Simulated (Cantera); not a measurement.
An isothermal, constant-pressure homogeneous reactor starts with 18.5 % CH4, 58.5 % CO2, 23.0 % H2, at 1375 K and 101000 Pa.

Detailed kinetics in Cantera: GRI-Mech 3.0 (53 species, 325 reactions).

One state of this run: x CH4 = 0.165; x CO2 = 0.478; x H2 = 0.153; x C2H = 3.11e-11; x CO = 0.0977; x O = <1e-12; x CH3 = 1.70e-5. x: mole fraction; the columns are a selection and need not sum to one.

Which value of t (s) does it belong to?
A) 0.504
B) 2.01
C) 8.00
D) 0.00200

B, 2.01
